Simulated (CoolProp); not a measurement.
Vapour-liquid equilibrium of propane (1) + toluene (2) at 332.5 K; x and y are mole fractions of (1).

The numbers come from the multi-fluid Helmholtz-energy mixture model, Lemmon 2009 and Lemmon 2006; pair parameters Bell 2016 in CoolProp.

```csv
x,bubble pressure (MPa),y at the bubble point,dew pressure at overall composition x (MPa),liquid density (mol/L)
0.05,0.1677,0.891,0.01902,9.112
0.125,0.3822,0.952,0.02066,9.270
0.2,0.5808,0.968,0.02261,9.427
0.275,0.7610,0.976,0.02496,9.581
0.35,0.9220,0.980,0.02784,9.729
0.425,1.065,0.983,0.03148,9.869
0.5,1.193,0.985,0.03622,9.997
0.575,1.310,0.987,0.04262,10.11
0.65,1.420,0.988,0.05178,10.20
0.725,1.530,0.990,0.06594,10.25
0.8,1.647,0.992,0.09077,10.25
0.875,1.781,0.994,0.1456,10.18
0.95,1.947,0.997,0.3672,9.989
```

No azeotrope shows between x = 0.05 and 0.95.

Pair parameters are fitted to limited data, so mixtures are less certain than the pure fluids. The gap from Raoult's law changes sign with composition, which may be real or a fault of the pair parameters; it wasn't checked against measurements.
